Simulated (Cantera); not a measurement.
Feed: 1 mol BN, a varied amount of H2, equilibrated at 0.540 Torr.

Method: chemical equilibrium by Gibbs-energy minimisation in Cantera with the NASA 1993 tables (ideal gas, pure condensed phases). Candidate condensed phases: B, BN; 15 gas species. Mutual solubility and eutectic melting of coexisting phases are not modelled. Equilibrium is a limit: real reactors are often held back by kinetics, nucleation or transport.

Question: What condenses at these points (T in K, n(H2) in mol): (2148, 0.54); (2248, 0.54); (2548, 0.26); (2448, 0.26); (1548, 0.33); (2648, 0.42); (1948, 0.42)?

Answer: 
| T (K) | n(H2) in mol | condensed phases | B condensed (%) |
|---|---|---|---|
| 2148 | 0.54 | B | 99.7 |
| 2248 | 0.54 | B | 99.1 |
| 2548 | 0.26 | B | 77.9 |
| 2448 | 0.26 | B | 92.9 |
| 1548 | 0.33 | BN | 100.0 |
| 2648 | 0.42 | gas only | 0.0 |
| 1948 | 0.42 | B + BN | 100.0 |
